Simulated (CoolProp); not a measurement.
Model: reference Helmholtz-energy equation of state, Tillner-Roth 1997, in CoolProp.

**Question.** Give the vapour pressure (kPa), liquid density (kg/m³), enthalpy of vaporisation (kJ/kg), surface tension (mN/m) of saturated CH2F2 (R32) at 173.1, 217.4 K.

**Answer.** 
```tsv
T (K)	p (kPa)	liquid density (kg/m³)	enthalpy of vaporisation (kJ/kg)	surface tension (mN/m)
173.1	3.80	1340	430	30.7
217.4	81.9	1220	386	21.5
```

Surface tension comes from a separate correlation (Mulero 2012).
